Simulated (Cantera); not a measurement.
**Oxide etching and cleaning by halides: CaO + HCl + O₂**

Charge: 1 mol CaO, 2.3 mol HCl, 0.23 mol O₂, held at 133 Pa.

Method: chemical equilibrium by Gibbs-energy minimisation in Cantera with the NASA 1993 tables (ideal gas, pure condensed phases). Candidate condensed phases: Ca, CaCl₂, CaO, Ca(OH)₂, H₂O; 21 gas species. Mutual solubility and eutectic melting of coexisting phases are not modelled. Condensed phases not in the tables: oxide chlorides. Rates play no part.

From 777 °C to 852 °C the condensed part is CaCl₂(l). From 877 °C to 1102 °C the condensed part is CaCl₂(l) + CaO(s). The main Ca-bearing gas is CaCl₂ throughout.

| T (°C) | x H₂O | x HCl | x CaCl₂ | x O₂ | x Cl | x Cl₂ | x OH | n CaCl₂(l) | n CaO(s) |
|---|---|---|---|---|---|---|---|---|---|
| 777 | 0.654 | 0.195 | 9.64e-5 | 0.150 | 0.000306 | 0.000199 | 3.59e-6 | 1.000 | 0 |
| 802 | 0.654 | 0.195 | 0.000204 | 0.150 | 0.000394 | 0.000170 | 5.53e-6 | 1.000 | 0 |
| 827 | 0.654 | 0.195 | 0.000416 | 0.150 | 0.000502 | 0.000146 | 8.36e-6 | 0.999 | 0 |
| 852 | 0.653 | 0.195 | 0.000821 | 0.150 | 0.000631 | 0.000126 | 1.24e-5 | 0.999 | 0 |
| 877 | 0.634 | 0.215 | 0.00157 | 0.148 | 0.000880 | 0.000137 | 1.78e-5 | 0.980 | 0.0178 |
| 902 | 0.596 | 0.255 | 0.00291 | 0.144 | 0.00132 | 0.000178 | 2.46e-5 | 0.941 | 0.0543 |
| 927 | 0.554 | 0.299 | 0.00524 | 0.140 | 0.00195 | 0.000227 | 3.33e-5 | 0.895 | 0.0962 |
| 952 | 0.508 | 0.344 | 0.00921 | 0.135 | 0.00283 | 0.000286 | 4.41e-5 | 0.841 | 0.144 |
| 977 | 0.460 | 0.390 | 0.0158 | 0.130 | 0.00402 | 0.000354 | 5.72e-5 | 0.775 | 0.197 |
| 1002 | 0.408 | 0.435 | 0.0264 | 0.124 | 0.00563 | 0.000433 | 7.24e-5 | 0.696 | 0.256 |
| 1027 | 0.355 | 0.477 | 0.0433 | 0.116 | 0.00776 | 0.000521 | 8.93e-5 | 0.595 | 0.321 |
| 1052 | 0.299 | 0.512 | 0.0696 | 0.108 | 0.0105 | 0.000617 | 0.000107 | 0.464 | 0.392 |
| 1077 | 0.243 | 0.535 | 0.110 | 0.0981 | 0.0140 | 0.000716 | 0.000124 | 0.283 | 0.470 |
| 1102 | 0.186 | 0.540 | 0.170 | 0.0861 | 0.0182 | 0.000810 | 0.000136 | 0.0157 | 0.556 |
x: gas mole fraction; n: condensed amount in mol.
